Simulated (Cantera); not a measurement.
A freely propagating, adiabatic, planar premixed flame of H2 : O2 : N2 = 1 : 0.238 : 1.12 (molar parts), unburnt at 575 K and 1.00 bar; mixture-averaged transport, grid criteria slope 0.08 and curve 0.16, no radiation.

Model: the H2/O2 subset of GRI-Mech 3.0, which has no nitrogen chemistry, integrated in Cantera. Burning velocities carry a grid error of a few per cent, more on coarse grids.

Problem. Predict: laminar burning velocity; thermal thickness; peak x(H); peak x(OH); peak x(H2O2).

Solution. 
```json
{
 "laminar_burning_velocity": "703 cm/s",
 "thermal_thickness": "0.461 mm",
 "peak x(H)": "0.0764",
 "peak x(OH)": "0.00311",
 "peak x(H2O2)": "1.01e-5"
}
```
